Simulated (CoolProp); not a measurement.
Vapour-liquid equilibrium of benzene (1) + n-dodecane (2) at 0.104 MPa; x and y are mole fractions of (1).

Computed with CoolProp (multi-fluid Helmholtz-energy mixture model, Thol 2012 and Lemmon 2004; pair parameters Bell 2016).

| x | bubble temperature, mixture model (°C) | bubble temperature, Raoult's law (°C) | y, mixture model | y, Raoult's law |
|---|---|---|---|---|
| 0.05 | [?] | 187.3 | [?] | 0.560 |
| 0.2 | [?] | 140.4 | 0.890 | 0.916 |
| 0.35 | [?] | 118.4 | 0.968 | 0.971 |
| 0.5 | [?] | 104.9 | [?] | 0.988 |
| 0.65 | 95.2 | 95.5 | [?] | 0.995 |
| 0.8 | 88.3 | 88.3 | 0.997 | 0.998 |
| 0.95 | 82.6 | 82.6 | 0.999 | 1.000 |

Task: Complete the blanks.

Result: 
- 0.05, bubble temperature, mixture model (°C): 196.7
- 0.05, y, mixture model: 0.417
- 0.2, bubble temperature, mixture model (°C): 146.7
- 0.35, bubble temperature, mixture model (°C): 119.6
- 0.5, bubble temperature, mixture model (°C): 104.6
- 0.5, y, mixture model: 0.987
- 0.65, y, mixture model: 0.994

The largest gap from Raoult's law is +9.4 K in bubble temperature, at x = 0.05. No azeotrope shows between x = 0.05 and 0.95.

Pair parameters are fitted to limited data, so mixtures are less certain than the pure fluids. The gap from Raoult's law changes sign with composition, which may be real or a fault of the pair parameters; it wasn't checked against measurements.
